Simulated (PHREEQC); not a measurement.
**Silver or lead bath: an equilibrium model**

Solution (25 °C): 0.0053 mol Ag2SO4 and 0.05 mol Zn(NO3)2 per kg of water. Closed to the air; pH follows from the charge balance.

Model: ion-association model, wateq4f.dat, run in PHREEQC.

The pH comes out as 5.37 and the ionic strength comes out as 0.154 mol/kgw.

```csv
species,molality,activity,log γ
NO3-,0.0997,0.0715,-0.144
Zn+2,0.0472,0.0167,-0.451
Ag+,0.0102,0.00772,-0.120
ZnSO4,0.00277,0.00287,0.015
SO4-2,0.00228,0.000733,-0.493
AgNO3,0.000273,0.000283,0.015
AgSO4-,0.000146,0.000110,-0.120
Zn(SO4)2-2,5.17e-5,1.71e-5,-0.481
```

No solid was allowed to form. Species that the database lacks are ignored.
